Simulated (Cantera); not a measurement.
Charge: 1 mol SiO₂, 0.57 mol NF₃, 3.4 mol H₂, held at 0.00190 bar.

These are equilibrium values from Cantera (NASA tables, ideal gas, pure condensed phases), not measurements of a reactor. Candidate condensed phases: H₂O, Si, SiO₂, Si₂N₂O, Si₃N₄; 58 gas species. The tables hold silica as quartz up to 1696 K and as liquid above; real silica turns to tridymite and cristobalite and melts near 1996 K. Kinetics and transport are ignored. All values below are at 900 °C.

Base state: H₂ 0.569, HF 0.322, N₂ 0.0637, H₂O 0.0301, SiF₄ 0.0151 (mole fractions); condensed: SiO₂(β-quartz).

Q: What changes in the equilibrium state with this change: pressure from 0.00190 bar to 0.0860 bar?

A: 
```
species              before   after
-------------------  ------  ------
H₂                    0.569   0.581
HF                    0.322   0.243
H₂O                  0.0301  0.0738
SiF₄                 0.0151  0.0369
N₂                   0.0637  0.0651
SiO₂(β-quartz), mol   0.933   0.839
```
